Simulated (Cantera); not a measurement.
**Ignition delay**

Mixture: CH4 : C2H6 : C3H8 : O2 : N2 = 1 : 0.21 : 0.034 : 1.94 : 7.28 (molar parts), at 1700000 Pa, adiabatic and at constant pressure. Ignition delay is the time to a rise of 400 K.

Model: GRI-Mech 3.0 (53 species, 325 reactions), integrated in Cantera. The pressure lies above the range GRI-Mech 3.0 was tuned for (to about 10 atm).

| T0 (K) | delay (ms) |
|---|---|
| 1225 | 0.319 |
| 1275 | 0.176 |
| 1325 | 0.103 |
| 1375 | 0.0636 |
| 1425 | 0.0407 |
| 1475 | 0.0269 |
| 1525 | 0.0182 |

| Item | Result |
|---|---|
| apparent activation energy between 1425 and 1525 K | 150 kJ/mol |
